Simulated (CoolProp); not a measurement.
Properties of fluoroethane (R161) at several states (Tc = 375.2 K, pc = 5.010 MPa, ω = 0.216).

The numbers come from the reference Helmholtz-energy equation of state, Wu 2012 in CoolProp.

```csv
T (K),p (MPa),phase,Z,cp (kJ/(kg K)),Joule-Thomson coefficient (K/MPa),isothermal compressibility (1/MPa),fugacity coefficient
375.3,0.0494,gas,0.9965,1.477,10.21,20.31,0.9965
389.7,5,gas,0.5818,3.376,11.58,0.4266,0.7033
265.3,0.22,gas,0.9485,1.204,30.93,4.807,0.9511
```
